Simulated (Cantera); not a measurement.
What does this Cantera script print?

```python
import numpy as np
import cantera as ct

gas = ct.Solution("h2o2.yaml")
gas.TPX = 1050, 1333, {'H2': 0.081, 'O2': 0.22}
reactor = ct.IdealGasConstPressureReactor(gas, energy="off", clone=False)
net = ct.ReactorNet([reactor])
net.rtol, net.atol = 1e-08, 1e-18
show = ['H2', 'O2', 'OH', 'H2O2', 'H']
times = np.geomspace(3e-06, 200, 10)

steps = ct.SolutionArray(gas, extra=["t"])
rows = []
print(f"{'t/s':>10s}{'T/K':>9s}{'P/Pa':>11s}" + "".join(f"{s:>11s}" for s in show))
for t in times:
    while net.time < t:
        t_next = net.step()
        steps.append(gas.state, t=t_next)
    rows.append([np.interp(t, steps.t, y) for y in (steps.T, steps.P, *steps(*show).X.T)])
    print(f"{t:10.3e}{rows[-1][0]:9.1f}{rows[-1][1]:11.4g}" + "".join(f"{x:11.3e}" for x in rows[-1][2:]))
rate = np.gradient(steps.T, steps.t)
print("integrator steps:", len(steps.t))
if steps.T.max() > steps.T[0] + 200:
    print(f"time of steepest temperature rise: {steps.t[rate.argmax()]:.4e} s")
gas.TPX = 1050, 1333, {'H2': 0.081, 'O2': 0.22}
gas.equilibrate("TP")
print(f"equilibrium (TP): T = {gas.T:.1f} K  " + "  ".join(f"{s} {gas[s].X[0]:.3e}" for s in show))
```

Output:

```
       t/s      T/K       P/Pa         H2         O2         OH       H2O2          H
 3.000e-06   1050.0       1333  2.691e-01  7.309e-01  2.355e-13  1.562e-16  2.081e-11
 2.220e-05   1050.0       1333  2.691e-01  7.309e-01  9.443e-12  8.569e-15  1.483e-10
 1.643e-04   1050.0       1333  2.691e-01  7.309e-01  2.461e-10  4.705e-13  1.560e-09
 1.216e-03   1050.0       1333  2.691e-01  7.309e-01  1.401e-06  7.474e-11  7.847e-06
 9.004e-03   1050.0       1333  7.368e-03  6.617e-01  4.890e-03  5.574e-07  2.766e-02
 6.664e-02   1050.0       1333  8.398e-05  6.887e-01  4.460e-04  3.789e-07  2.486e-05
 4.932e-01   1050.0       1333  1.864e-06  6.890e-01  7.537e-05  6.008e-08  1.164e-07
 3.651e+00   1050.0       1333  1.308e-07  6.891e-01  2.127e-05  9.842e-09  2.618e-09
 2.702e+01   1050.0       1333  1.403e-08  6.891e-01  7.110e-06  1.518e-09  9.807e-11
 2.000e+02   1050.0       1333  2.017e-09  6.891e-01  2.699e-06  2.549e-10  5.448e-12
integrator steps: 2402
equilibrium (TP): T = 1050.0 K  H2 1.181e-09  O2 6.891e-01  OH 2.043e-06  H2O2 1.545e-10  H 2.430e-12
```

Computed with Cantera and the H2/O2 subset of GRI-Mech 3.0, which has no nitrogen chemistry. Radical loss at walls, strong at low pressure, is not modelled. The temperature is held fixed by assumption; the heat of reaction is taken as removed at once.
